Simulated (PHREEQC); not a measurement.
A solution holds 12 mmol/kgw NaOH, 0.0056 mmol/kgw CO2 and 4.2 mmol/kgw K2CO3, at 25 °C. Closed to the air; pH follows from the charge balance.

The numbers come from PHREEQC with the Pitzer model, pitzer.dat.

Each row changes one thing in this solution. Precipitation was switched off in this run.

```json
[
 {"case": "as made", "pH": "12.01", "ionic strength (mol/kgw)": "0.0245", "HCO3- (mol/kgw)": "5.31e-5", "CO2 (mol/kgw)": "1.03e-10", "SI of Kalicinite (KHCO3)": "-6.86"},
 {"case": "NaOH from 0.012 to 0.0132 mol/kgw", "pH": "12.05", "ionic strength (mol/kgw)": "0.0258", "HCO3- (mol/kgw)": "4.78e-5", "CO2 (mol/kgw)": "___", "SI of Kalicinite (KHCO3)": "___"},
 {"case": "diluted 100-fold with water", "pH": "10.15", "ionic strength (mol/kgw)": "0.000221", "HCO3- (mol/kgw)": "2.50e-5", "CO2 (mol/kgw)": "3.84e-9", "SI of Kalicinite (KHCO3)": "-9.09"},
 {"case": "CO2 from 5.6e-06 to 1.12e-05 mol/kgw", "pH": "12.01", "ionic strength (mol/kgw)": "0.0246", "HCO3- (mol/kgw)": "___", "CO2 (mol/kgw)": "1.03e-10", "SI of Kalicinite (KHCO3)": "-6.86"},
 {"case": "NaOH left out", "pH": "___", "ionic strength (mol/kgw)": "0.0118", "HCO3- (mol/kgw)": "___", "CO2 (mol/kgw)": "2.24e-8", "SI of Kalicinite (KHCO3)": "-5.68"}
]
```

Task: Some entries are withheld; supply them.

Result: 
- NaOH from 0.012 to 0.0132 mol/kgw, CO2 (mol/kgw): 8.45e-11
- NaOH from 0.012 to 0.0132 mol/kgw, SI of Kalicinite (KHCO3): -6.90
- CO2 from 5.6e-06 to 1.12e-05 mol/kgw, HCO3- (mol/kgw): 5.32e-5
- NaOH left out, pH: 10.84
- NaOH left out, HCO3- (mol/kgw): 0.000787

Species that the database lacks are ignored.
